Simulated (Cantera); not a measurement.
A freely propagating, adiabatic, planar premixed flame of CH₄ : O₂ : N₂ = 1 : 2.1 : 5.67 (molar parts), unburnt at 350 K and 120 Torr; mixture-averaged transport, grid criteria slope 0.08 and curve 0.16, no radiation.

Cantera simulation using GRI-Mech 3.0 (53 species, 325 reactions); the numbers are that mechanism's predictions, not measurements. Burning velocities carry a grid error of a few per cent, more on coarse grids.

x: mole fraction of selected species; z is measured from the peak of heat release.

| z (mm) | T (K) | u (m/s) | x CH₄ | x O₂ | x H₂O | x HO₂ | x HCO | x CH₂O |
|---|---|---|---|---|---|---|---|---|
| -4.28 | 350 | 1.12 | 0.114 | 0.239 | 3.77e-7 | <1e-8 | <1e-8 | <1e-8 |
| -2.85 | 350 | 1.12 | 0.114 | 0.239 | 1.56e-5 | 2.26e-7 | <1e-8 | 4.41e-8 |
| -2.14 | 352 | 1.13 | 0.113 | 0.239 | 0.000196 | 3.39e-6 | <1e-8 | 8.74e-7 |
| -1.43 | ? | 1.24 | 0.111 | 0.236 | 0.00350 | 6.09e-5 | <1e-8 | 2.03e-5 |
| -0.713 | ? | 2.70 | 0.0841 | 0.203 | 0.0475 | 7.18e-5 | 9.10e-7 | 0.000418 |
| -0.356 | ? | 4.34 | 0.0478 | 0.155 | 0.0982 | 0.000165 | 3.16e-5 | 0.00115 |
| 0 | ? | 5.87 | 0.0135 | 0.0985 | 0.148 | 0.000160 | 0.000128 | 0.00106 |
| 0.356 | 1915 | 6.54 | 0.00161 | 0.0624 | 0.174 | 2.97e-5 | 6.20e-5 | 0.000277 |
| 0.713 | 1957 | 6.68 | 0.000106 | 0.0475 | 0.181 | 4.20e-6 | 6.75e-6 | 2.44e-5 |
| 1.43 | 1981 | 6.73 | 4.31e-7 | 0.0395 | 0.181 | 2.14e-6 | 5.63e-8 | 1.07e-7 |
| 2.85 | 2009 | 6.79 | <1e-8 | 0.0365 | 0.180 | 1.94e-6 | 1.93e-8 | <1e-8 |
| 5.70 | 2047 | 6.89 | <1e-8 | 0.0351 | 0.182 | 1.78e-6 | 1.61e-8 | <1e-8 |
| 11.4 | 2104 | 7.06 | <1e-8 | 0.0335 | 0.186 | 1.59e-6 | 1.23e-8 | <1e-8 |

**Question.** Some entries are withheld; supply them.

**Answer.** 
- -1.43, T (K): 384
- -0.713, T (K): 818
- -0.356, T (K): 1291
- 0, T (K): 1725
